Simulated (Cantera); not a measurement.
Thermodynamics of silicon oxide and oxynitride deposition, feed SiCl4 + O2 + N2

Feed: 1 mol SiCl4, 0.073 mol O2, a varied amount of N2, held at 1598.15 K and 7.50 Torr.

These are equilibrium values from Cantera (NASA tables, ideal gas, pure condensed phases), not measurements of a reactor. Candidate condensed phases: Si, SiO2, Si2N2O, Si3N4; 23 gas species. The tables' values for SiCl3 are old estimates; treat these amounts as uncertain. The tables hold silica as quartz up to 1696 K and as liquid above; real silica turns to tridymite and cristobalite and melts near 1996 K. Kinetics and transport are ignored.

```json
[
 {"n(N2) (mol)": "7.6", "x N2": "0.859", "x SiCl4": "0.101", "x Cl": "0.0351", "x SiCl3": "0.00355", "x Cl2": "0.00105", "n SiO2(β-quartz)": "0.0729"},
 {"n(N2) (mol)": "10", "x N2": "0.888", "x SiCl4": "0.0786", "x Cl": "0.0287", "x SiCl3": "0.00338", "x Cl2": "0.000699", "n SiO2(β-quartz)": "0.0728"},
 {"n(N2) (mol)": "13", "x N2": "0.911", "x SiCl4": "0.0613", "x Cl": "0.0237", "x SiCl3": "0.00320", "x Cl2": "0.000474", "n SiO2(β-quartz)": "0.0726"},
 {"n(N2) (mol)": "18", "x N2": "0.933", "x SiCl4": "0.0446", "x Cl": "0.0186", "x SiCl3": "0.00296", "x Cl2": "0.000294", "n SiO2(β-quartz)": "0.0723"},
 {"n(N2) (mol)": "24", "x N2": "0.948", "x SiCl4": "0.0333", "x Cl": "0.0152", "x SiCl3": "0.00272", "x Cl2": "0.000194", "n SiO2(β-quartz)": "0.0718"},
 {"n(N2) (mol)": "31", "x N2": "0.958", "x SiCl4": "0.0255", "x Cl": "0.0127", "x SiCl3": "0.00249", "x Cl2": "0.000136", "n SiO2(β-quartz)": "0.0710"},
 {"n(N2) (mol)": "42", "x N2": "0.968", "x SiCl4": "0.0184", "x Cl": "0.0104", "x SiCl3": "0.00220", "x Cl2": "9.08e-5", "n SiO2(β-quartz)": "0.0696"},
 {"n(N2) (mol)": "55", "x N2": "0.975", "x SiCl4": "0.0137", "x Cl": "0.00873", "x SiCl3": "0.00194", "x Cl2": "6.45e-5", "n SiO2(β-quartz)": "0.0677"},
 {"n(N2) (mol)": "74", "x N2": "0.980", "x SiCl4": "0.00981", "x Cl": "0.00729", "x SiCl3": "0.00166", "x Cl2": "4.50e-5", "n SiO2(β-quartz)": "0.0644"},
 {"n(N2) (mol)": "98", "x N2": "0.984", "x SiCl4": "0.00707", "x Cl": "0.00620", "x SiCl3": "0.00141", "x Cl2": "3.26e-5", "n SiO2(β-quartz)": "0.0597"},
 {"n(N2) (mol)": "130", "x N2": "0.987", "x SiCl4": "0.00504", "x Cl": "0.00531", "x SiCl3": "0.00117", "x Cl2": "2.39e-5", "n SiO2(β-quartz)": "0.0528"},
 {"n(N2) (mol)": "170", "x N2": "0.990", "x SiCl4": "0.00361", "x Cl": "0.00461", "x SiCl3": "0.000969", "x Cl2": "1.80e-5", "n SiO2(β-quartz)": "0.0433"}
]
```
x: gas mole fraction; n: condensed amount in mol.

From 7.6 mol N2 to 170 mol N2 the condensed part is SiO2(β-quartz). The main Si-bearing gas is SiCl4 throughout.
